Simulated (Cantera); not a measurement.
Feed: 1 mol borazine, 2.5 mol O2, 2.2 mol H2, held at 0.220 bar.

Cantera equilibrium calculation (NASA polynomials, part measured and part estimated; ideal gas, pure solids and liquids). Candidate condensed phases: B, BN, B2O3, B3O3H3, H2O; 39 gas species. The feed counts by its element totals alone. Gases not in the tables: H3BO3. Rates play no part.

x: gas mole fraction; n: condensed amount in mol.

```json
[
 {"T (K)": "1425", "x H2": "0.699", "x N2": "0.223", "x HBO2": "0.00682", "x B2O3": "1.95e-5", "x H2O": "0.0709", "x HBO": "2.25e-5", "x H": "1.22e-5", "x BO": "1.14e-8", "n B2O3(l)": "1.48"},
 {"T (K)": "1575", "x H2": "0.692", "x N2": "0.221", "x HBO2": "___", "x B2O3": "___", "x H2O": "___", "x HBO": "___", "x H": "___", "x BO": "___", "n B2O3(l)": "1.41"},
 {"T (K)": "1725", "x H2": "0.674", "x N2": "0.216", "x HBO2": "0.0596", "x B2O3": "0.00523", "x H2O": "0.0430", "x HBO": "0.00172", "x H": "0.000325", "x BO": "1.61e-5", "n B2O3(l)": "1.25"},
 {"T (K)": "1875", "x H2": "0.619", "x N2": "0.201", "x HBO2": "0.103", "x B2O3": "0.0423", "x H2O": "0.0214", "x HBO": "0.0105", "x H": "0.00110", "x BO": "0.000305", "n B2O3(l)": "0.755"},
 {"T (K)": "2025", "x H2": "0.541", "x N2": "0.182", "x HBO2": "0.123", "x B2O3": "0.104", "x H2O": "___", "x HBO": "___", "x H": "___", "x BO": "___", "n B2O3(l)": "0"},
 {"T (K)": "2175", "x H2": "0.529", "x N2": "0.182", "x HBO2": "0.123", "x B2O3": "0.0984", "x H2O": "0.0207", "x HBO": "0.0305", "x H": "0.00757", "x BO": "0.00542", "n B2O3(l)": "0"},
 {"T (K)": "2325", "x H2": "0.512", "x N2": "0.180", "x HBO2": "0.122", "x B2O3": "0.0913", "x H2O": "0.0264", "x HBO": "0.0345", "x H": "0.0168", "x BO": "0.0125", "n B2O3(l)": "0"}
]
```

### Question
Complete the blanks.

### Answer

- 1575, x HBO2: 0.0241
- 1575, x B2O3: 0.000423
- 1575, x H2O: 0.0617
- 1575, x HBO: 0.000230
- 1575, x H: 7.37e-5
- 1575, x BO: 5.75e-7
- 2025, x H2O: 0.0159
- 2025, x HBO: 0.0254
- 2025, x H: 0.00302
- 2025, x BO: 0.00201
